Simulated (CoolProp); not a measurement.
Model: reference Helmholtz-energy equation of state, Akasaka 2022, in CoolProp.

**Question.** Give the vapour pressure (bar), liquid density (kg/m³), enthalpy of vaporisation (kJ/kg), vapour Z of saturated R1233zd(E) at 328.6, 363.9, 375.7 K.

**Answer.** 
```json
[
 {"T (K)": "328.6", "p (bar)": "3.44", "liquid density (kg/m³)": "1190", "enthalpy of vaporisation (kJ/kg)": "174", "vapour Z": "0.901"},
 {"T (K)": "363.9", "p (bar)": "8.49", "liquid density (kg/m³)": "1080", "enthalpy of vaporisation (kJ/kg)": "150", "vapour Z": "0.811"},
 {"T (K)": "375.7", "p (bar)": "11.0", "liquid density (kg/m³)": "1040", "enthalpy of vaporisation (kJ/kg)": "141", "vapour Z": "0.772"}
]
```
